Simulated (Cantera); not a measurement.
Charge: 1 mol TiO2, 2 mol C, 0.38 mol H2, at 1725 °C.

Method: chemical equilibrium by Gibbs-energy minimisation in Cantera with the NASA 1993 tables (ideal gas, pure condensed phases). Candidate condensed phases: C, C6H6, C7H8, C8H18, H2O, Ti, TiC, TiO, TiO2, Ti2O3, Ti3O5, Ti4O7; 113 gas species. Mutual solubility and eutectic melting of coexisting phases are not modelled. TiC, TiO: taken at fixed stoichiometry. Condensed phases not in the tables: solid solutions among these carbides, nitrides and lower oxides. Rates play no part.

x: gas mole fraction; n: condensed amount in mol.

```csv
P (Pa),x CO,x H2,x H,x Ti,n TiC(s),n TiO(s),n Ti2O3(s)
10,0.759,0.159,0.0640,0.0108,0.489,0.476,0
68,0.786,0.186,0.0265,0.000598,0.499,0.497,0
460,0.794,0.196,(withheld),(withheld),0.500,0.500,0
3200,0.796,0.200,0.00401,1.84e-6,0.500,0.500,0
22000,0.786,0.212,0.00158,8.86e-8,0.600,0,0.200
150000,0.786,0.213,(withheld),(withheld),0.600,0,0.200
1000000,0.786,0.213,0.000234,1.97e-10,0.601,0,0.200
```

Problem. Fill in the missing entries.

Solution. 
- 150000, x H: 0.000604
- 150000, x Ti: 4.11e-9
- 460, x H: 0.0105
- 460, x Ti: 3.38e-5
